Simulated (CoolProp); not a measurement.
The fluid at 298.15 K and 9.08 MPa is throttled through a valve to 5.02 MPa with no heat exchange. The same conditions are run with several fluids, on thermodynamics alone (safety and materials aside).

Model: reference Helmholtz-energy equation of state of each fluid (tetrahydrofuran: Fiedler 2023; hydrogen sulfide: Lemmon 2006; R227EA: Lemmon 2016; R123: Younglove 1994; R407C: Lemmon 2003), in CoolProp. Blends and air are pseudo-pure fits.

| fluid | temperature change (K) | final density (kg/m³) |
|---|---|---|
| tetrahydrofuran | +1.7 | 884 |
| hydrogen sulfide | [?] | [?] |
| R227EA | [?] | 1420 |
| R123 | +1.4 | 1470 |
| R407C | +0.1 | 1160 |

**Question.** Complete the blanks.

**Answer.** 
- hydrogen sulfide, temperature change (K): +0.2
- hydrogen sulfide, final density (kg/m³): 783
- R227EA, temperature change (K): +0.6
